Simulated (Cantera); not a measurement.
Input: 1 mol Si2Cl6, 11 mol H2, at 1750 K and 5.90 mbar.

Cantera equilibrium calculation (NASA polynomials, part measured and part estimated; ideal gas, pure solids and liquids). Candidate condensed phases: Si; 19 gas species. The feed counts by its element totals alone. The tables' values for SiCl3, SiCl are old estimates; treat these amounts as uncertain. Gases not in the tables: Si2H6 and higher silanes. Equilibrium is a limit: real reactors are often held back by kinetics, nucleation or transport.

Base state: H2 0.701, HCl 0.165, SiCl2 0.129, H 0.00253, SiCl3 0.00124, Cl 0.000460, SiCl 0.000452, Si 0.000254 (mole fractions); condensed: Si(l).

Question: What changes in the equilibrium state with this change: H2 from 11 to 68 mol?

Answer: 
```json
[
 {"species": "H2", "before": "0.701", "after": "0.925"},
 {"species": "HCl", "before": "0.165", "after": "0.0590"},
 {"species": "SiCl2", "before": "0.129", "after": "0.0125"},
 {"species": "SiCl4", "before": "2.11e-5", "after": "1.97e-7"},
 {"species": "SiCl3", "before": "0.00124", "after": "3.72e-5"},
 {"species": "SiHCl3", "before": "1.98e-5", "after": "6.84e-7"},
 {"species": "Si(l), mol", "before": "0.162", "after": "1.08"}
]
```
The tables' values for SiCl, SiCl3 are old estimates; treat these amounts as uncertain.
